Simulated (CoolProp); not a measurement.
Vapour-liquid equilibrium of ethylene (1) + isobutane (2) at -48.35 °C; x and y are mole fractions of (1).

Model: multi-fluid Helmholtz-energy mixture model, Smukala 2000 and Bücker 2006; pair parameters Bell 2016, in CoolProp.

```tsv
x	bubble pressure (MPa)	y at the bubble point	dew pressure at overall composition x (MPa)	liquid density (mol/L)
0.05	0.06065	0.705	0.01938	11.13
0.125	0.1270	0.867	0.02102	11.51
0.2	0.1969	0.919	0.02296	11.91
0.275	0.2705	0.945	0.02530	12.32
0.35	0.3476	0.960	0.02817	12.76
0.425	0.4278	0.971	0.03176	13.21
0.5	0.5110	0.978	0.03640	13.69
0.575	0.5965	0.983	0.04263	14.18
0.65	0.6841	0.987	0.05142	14.69
0.725	0.7734	0.991	0.06477	15.21
0.8	0.8643	0.994	0.08748	15.74
0.875	0.9571	0.996	0.1347	16.25
0.95	1.053	0.999	0.2919	16.74
```

No azeotrope shows between x = 0.05 and 0.95.

The pair parameters rest on a limited set of measurements; away from them the model extrapolates.
